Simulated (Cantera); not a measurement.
Charge: 1 mol borazine, a varied amount of O₂, at 1000 Pa.

Equilibrium computed with Cantera from the NASA thermochemical tables; the gas is ideal and each condensed phase is pure. Candidate condensed phases: B, BN, B₂O₃, B₃O₃H₃, H₂O; 39 gas species. The feed counts by its element totals alone. Mutual solubility and eutectic melting of coexisting phases are not modelled. Rates play no part.

Stable condensed phases, one row left out:

```
T in K \ n(O₂) in mol
         0.22 0.31 0.45 0.65 0.94  1.4    2  2.8
   1948     A    A    A    A    A    A    B    B
   1848     A    A    A    A    A    A    B    B
   1648     A    A    C    C    C    C    C    D
   1548     C    C    C    C    C    C    C    D
   1448     C    C    C    C    C    C    C    D
   1348     C    C    C    C    C    C    C    D
   1248     C    C    C    C    C    C    C    D
   1148     C    C    C    C    C    C    C    D
   1048     C    C    C    C    C    C    C    D
```

A: BN; B: gas only; C: BN + B₂O₃; D: B₂O₃.

### Question
Give the row for 1748 K.

### Answer
0.22: BN; 0.31: BN; 0.45: BN; 0.65: BN; 0.94: BN; 1.4: BN; 2: BN; 2.8: gas only.
